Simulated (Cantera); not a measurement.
A perfectly stirred reactor is fed with CH4 : O2 : N2 = 0.019 : 0.0029 : 1 (molar parts), at 750 Torr; it is held at 1375 K, and followed from long to short residence time.

Model: GRI-Mech 3.0 (53 species, 325 reactions), integrated in Cantera. GRI-Mech 3.0 stops at C3 and has no aromatics, soot or wall deposition, so with more carbon than oxygen in the feed, carbon stays in small species such as C2H2 where larger ones or solid carbon would form.

Predict: x(CH4) at τ = 1.60 s; x(O2) at τ = 1.60 s; x(CO) at τ = 1.60 s; x(H2O) at τ = 1.60 s; x(CH4) at τ = 73.0 ms; x(O2) at τ = 73.0 ms; x(CO) at τ = 73.0 ms; x(H2O) at τ = 73.0 ms.


```
Property                  Value
---------------------  --------
x(CH4) at τ = 1.60 s     0.0141
x(O2) at τ = 1.60 s    0.000857
x(CO) at τ = 1.60 s     0.00139
x(H2O) at τ = 1.60 s    0.00237
x(CH4) at τ = 73.0 ms    0.0184
x(O2) at τ = 73.0 ms    0.00279
x(CO) at τ = 73.0 ms    2.43e-5
x(H2O) at τ = 73.0 ms   4.97e-5
```
